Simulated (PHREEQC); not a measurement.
1 kg of water meets 20 L of dry gas (CO2 0.17, N2 0.83 by moles) at fixed total pressure, at 10 atm; fugacities by Peng-Robinson. The gases take part in no redox reaction, some water evaporates into the gas, and hydrates or a liquid gas phase aren't modelled. No solid was allowed to form.

Computed with PHREEQC (ion-association model, phreeqc.dat).

```csv
T (°C),dissolved CO2 (all carbonate carbon) (mol/kgw),φ of CO2,p of CO2 (atm),dissolved N2 (mol/kgw),φ of N2,p of N2 (atm),pH
10,0.0822,0.952,1.62,0.00701,0.995,8.37,3.77
20,0.0608,0.957,1.64,0.00590,0.996,8.34,3.80
30,0.0469,0.961,1.65,0.00512,0.997,8.31,3.83
40,0.0375,0.964,1.65,0.00458,0.998,8.28,3.86
50,0.0308,0.968,1.65,0.00419,0.998,8.23,3.90
60,0.0260,0.970,1.64,0.00391,0.999,8.16,3.94
70,0.0224,0.973,1.62,0.00372,1.000,8.06,3.98
80,0.0196,0.975,1.60,0.00358,1.001,7.92,4.02
90,0.0173,0.976,1.56,0.00348,1.001,7.73,4.07
```

Species that the database lacks are ignored. Away from 25 °C the constants follow the database's enthalpies or fits; those with neither stay at their 25 °C values.
